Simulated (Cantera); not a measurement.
A Cantera script and what it prints.

```python
import numpy as np
import cantera as ct

gas_names = """
    CL CL2 N N2 Si SiCL SiCL2 SiCL3 SiCL4 SiN Si2 Si2N Si3
""".split()
cond_names = """
    Si(cr) Si(L) Si3N4(a)
""".split()


def load(file, names, dense=False):
    # The tables refer to 1 bar. Condensed volumes are neglected.
    table = {s.name: s for s in ct.Species.list_from_file(file)}
    out = []
    for n in names:
        d = dict(table[n].input_data)
        d["thermo"] = dict(d["thermo"], **{"reference-pressure": 1e5})
        if dense:
            d["equation-of-state"] = {"model": "constant-volume", "density": "1e6 g/cm^3"}
        out.append(ct.Species.from_dict(d))
    return out


gas = ct.Solution(thermo="ideal-gas", species=load("nasa_gas.yaml", gas_names))
cond = {s.name: ct.Solution(thermo="fixed-stoichiometry", species=[s], name=s.name)
        for s in load("nasa_condensed.yaml", cond_names, dense=True)}
atoms = {
    'Si2Cl6': {'Si': 2, 'CL': 6},
    'N2': {'N': 2},
}
top_T = {'Si3N4(a)': 2400}  # K; cautious upper limits of use, not melting points


def equilibrate(T, P, feed):
    n = {}
    for name, mol in feed.items():
        for a, k in atoms[name].items():
            n[a] = n.get(a, 0.0) + k * mol
    gas.TPX = T, P, n
    mass = sum(n.values()) * gas.mean_molecular_weight
    gas.equilibrate("TP")
    valid = [c for c in cond.values() if c.min_temp <= T <= top_T.get(c.name, c.max_temp)]
    mix = ct.Mixture([(gas, mass / gas.mean_molecular_weight)] + [(c, 0.0) for c in valid])
    mix.T, mix.P = T, P
    mix.equilibrate("TP", solver="vcs", rtol=1e-11, max_steps=5000)
    return mix


results = []
feed = {'Si2Cl6': 1, 'N2': 53}  # mol
T = 1400  # K
for P in [100, 230, 540, 1300, 2900, 6800, 16000, 37000, 86000, 200000]:
    mix = equilibrate(T, P, feed)
    results.append((T, P, feed, dict(zip(mix.species_names, mix.species_moles))))

top = {s: max(r[3][s] / sum(r[3][g] for g in gas_names) for r in results) for s in gas_names}
cols = sorted((s for s in top if top[s] > 1e-06), key=lambda s: -top[s])[:8]
seen = [c for c in cond_names if any(r[3].get(c, 0) > 1e-12 for r in results)]
print("log10 of partial pressures in bar; condensed amounts in mol")
print(f"{'P/Pa':>10s}" + "".join(f"{s[:9]:>10s}" for s in cols + seen))
for T, P, feed, n in results:
    ng = sum(n[g] for g in gas_names)
    print(f"{P:10.4g}" + "".join(f"{np.log10(max(n[s] / ng * P / 1e5, 1e-99)):10.3f}" for s in cols)
          + "".join(f"{n.get(c, 0):10.4g}" for c in seen))
```

It prints:

```
log10 of partial pressures in bar; condensed amounts in mol
      P/Pa        N2     SiCL4     SiCL2     SiCL3        CL  Si3N4(a)
       100    -3.016    -4.841    -4.829    -5.149    -6.414         0
       230    -2.654    -4.476    -4.471    -4.787    -6.410         0
       540    -2.284    -4.103    -4.101    -4.416    -6.409         0
      1300    -1.902    -3.708    -3.743    -4.039    -6.391   0.00725
      2900    -1.552    -3.260    -3.635    -3.761    -6.220   0.06679
      6800    -1.181    -2.827    -3.542    -3.498    -6.050    0.1072
   1.6e+04    -0.809    -2.417    -3.462    -3.254    -5.886    0.1314
   3.7e+04    -0.445    -2.031    -3.390    -3.024    -5.728    0.1452
   8.6e+04    -0.078    -1.651    -3.322    -2.800    -5.572    0.1533
     2e+05     0.289    -1.275    -3.256    -2.580    -5.417    0.1582
```

Method: chemical equilibrium by Gibbs-energy minimisation in Cantera with the NASA 1993 tables (ideal gas, pure condensed phases). The feed counts by its element totals alone. N2 is the only nitrogen source here; it is nearly inert below about 1500 K, so the nitride shown seldom forms there in practice. The tables' values for SiCl3 are old estimates; treat these amounts as uncertain.
